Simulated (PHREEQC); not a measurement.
Consider water at 20 °C with 0.25 mol/kgw HF, 0.12 mol/kgw NH4HF2 and 0.3 mol/kgw KOH. Closed to the air; pH follows from the charge balance.

All values are PHREEQC results (ion-association model, wateq4f.dat), not measurements.

The pH comes out as 4.08 and the ionic strength is 0.420 mol/kgw. The activity of water comes out as 0.985. The total alkalinity comes out as -70.0 meq/kg.

```tsv
species	molality	activity	log γ
F-	0.381	0.247	-0.188
K+	0.300	0.197	-0.182
NH4+	0.120	0.0879	-0.135
HF2-	0.0396	0.0257	-0.188
HF	0.0257	0.0283	0.042
H2F2	0.00227	0.00250	0.042
H+	0.000108	8.37e-5	-0.113
NH3	4.18e-7	4.18e-7	0.000
```

No solid was allowed to form.
